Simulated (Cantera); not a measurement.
Input: 1 mol CH₄, 1.7 mol NH₃, held at 0.0133 bar.

Cantera equilibrium calculation (NASA polynomials, part measured and part estimated; ideal gas, pure solids and liquids). Candidate condensed phases: C, C₆H₆, C₇H₈, C₈H₁₈; 92 gas species. Equilibrium is a limit: real reactors are often held back by kinetics, nucleation or transport.

Over these rows the condensed part is C(graphite). Partial pressures as log10 of bar:

```csv
T (K),1000/T (1/K),log p HCN,log p H₂,log p N₂
848,1.1792,-8.85,-1.95,-2.68
998,1.0020,-7.61,-1.95,-2.68
1148,0.8711,-6.70,-1.95,-2.68
1298,0.7704,-6.01,-1.95,-2.68
1448,0.6906,-5.45,-1.95,-2.68
1598,0.6258,?,-1.95,-2.68
```

**Question.** Fit log p(HCN) = a + b·(1000/T) to the five rows, give the apparent enthalpy, and predict the row at 1598 K.

**Answer.** Means: 1000/T = 0.9027, log p = -6.924. Sxy = -1.041295, Sxx = 0.1498010, so b = -6.95 and a = -6.924 − (-6.95)×0.9027 = -0.65.
Apparent enthalpy: −19.145 × (-6.95) = 133 kJ/mol. With the condensed phases at unit activity, C(graphite) + 1/2 H₂(g) + 1/2 N₂(g) = HCN(g) links this pressure to the main gases: over the six rows their terms move log p by +0.00 in all, so the slope is close to that reaction's ΔH°. The five rows lie within 0.01 of the line.
Prediction at 1598 K: -0.65 + (-6.95)×0.6258 = -5.00. The computed value is -5.01, 0.01 from the line.
